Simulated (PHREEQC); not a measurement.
A solution holds 0.0063 mol Na2SeO3 and 0.0014 mol NaHCO3 per kg of water, at 25 °C. Closed to the air; pH follows from the charge balance.

The numbers come from PHREEQC with the ion-association model, wateq4f.dat.

### Question
The ionic strength comes out as 0.0202 mol/kgw. What activity coefficients do Na+, SeO3-2, HSeO3-, OH-, HCO3- get?

### Answer
Na+ 0.87, SeO3-2 0.57, HSeO3- 0.87, OH- 0.87, HCO3- 0.87.

Precipitation was switched off in this run.
